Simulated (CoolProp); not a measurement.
Model: reference Helmholtz-energy equation of state, Lemmon 2005, in CoolProp. It is a short technical equation, of lower accuracy than the large ones.

Give the vapour pressure (kPa), liquid density (kg/m³), vapour density (kg/m³), enthalpy of vaporisation (kJ/kg) of saturated 1-butene at 34.55, 58.75, 70.95 °C.


```tsv
T (°C)	p (kPa)	liquid density (kg/m³)	vapour density (kg/m³)	enthalpy of vaporisation (kJ/kg)
34.55	393	576	9.63	350
58.75	739	543	17.9	319
70.95	981	524	23.9	301
```
